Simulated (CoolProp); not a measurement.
Saturation properties of n-heptane.

The numbers come from the reference Helmholtz-energy equation of state, Span 2003 in CoolProp. It is a short technical equation, of lower accuracy than the large ones.

```
T (K)  p (MPa)  enthalpy of vaporisation (kJ/kg)  liquid cp (kJ/(kg K))  surface tension (mN/m)  vapour viscosity (µPa s)  liquid conductivity (mW/(m K))
-----  -------  --------------------------------  ---------------------  ----------------------  ------------------------  ------------------------------
354.8  0.06028                             328.6                  2.479                    14.2                      6.90                             106
370.5  0.09829                             317.6                  2.553                    12.8                      7.20                             102
386.3   0.1534                             305.9                  2.631                    11.3                      7.50                            97.4
402.1   0.2298                             293.4                  2.712                    9.91                      7.81                            93.3
417.9   0.3326                             279.8                  2.798                    8.53                      8.16                            89.4
433.7   0.4670                             265.1                  2.891                    7.18                      8.55                            85.7
449.5   0.6390                             248.7                  2.994                    5.88                      9.02                            82.0
465.2   0.8532                             230.4                  3.114                    4.63                      9.61                            78.3
481      1.120                             209.2                  3.267                    3.44                      10.4                            74.7
496.8    1.445                             183.7                  3.488                    2.33                      11.5                            71.1
512.6    1.840                             151.3                  3.906                    1.31                      13.3                            67.4
```

It boils at 371.5 K under 1 atm.

Viscosity comes from a separate model (Michailidou 2014). Thermal conductivity comes from a separate model (Assael 2013). Surface tension comes from a separate correlation (Mulero 2012).
